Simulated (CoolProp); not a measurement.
Vapour pressure (bar) of cyclopentane: the reference equation beside estimates from Tc = 511.7 K, pc = 45.83 bar, ω = 0.202.

Model: reference Helmholtz-energy equation of state, Gedanitz 2015, in CoolProp.

```
T (K)  reference  Lee-Kesler  Peng-Robinson
-----  ---------  ----------  -------------
312.2     0.7155      0.6986         0.7147
324.3      1.078       1.061          1.075
336.4      1.571       1.556          1.564
348.6      2.228       2.219          2.219
360.7      3.069       3.072          3.059
372.8      4.132       4.152          4.124
384.9      5.451       5.493          5.450
397        7.062       7.130          7.074
409.1      9.001       9.099          9.038
421.2      11.31       11.44          11.38
433.3      14.03       14.19          14.15
445.4      17.20       17.40          17.40
457.5      20.89       21.12          21.16
469.6      25.14       25.40          25.49
```

Absolute difference from the reference over all 14 rows, mean and median: Lee-Kesler 1.0 and 1.1 %, Peng-Robinson 0.5 and 0.4 %.
